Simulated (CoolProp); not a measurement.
Hydrogen sulfide at 405.5 K and 17.2 MPa is throttled through a valve to 4.2 MPa with no heat exchange. Each further row changes one setting.

Values from CoolProp's reference Helmholtz-energy equation of state, Lemmon 2006. It is a short technical equation, of lower accuracy than the large ones.

| case | temperature change (K) | final phase | final density (kg/m³) |
|---|---|---|---|
| as stated | -74.2 | two-phase, vapour fraction 0.597 | ___ |
| outlet pressure 1.26 MPa | ___ | ___ | 29.9 |
| outlet pressure 5.46 MPa | -60.6 | two-phase, vapour fraction 0.566 | 164 |

Fill in the missing entries.


- as stated, final density (kg/m³): 117
- outlet pressure 1.26 MPa, temperature change (K): -125.4
- outlet pressure 1.26 MPa, final phase: two-phase, vapour fraction 0.702
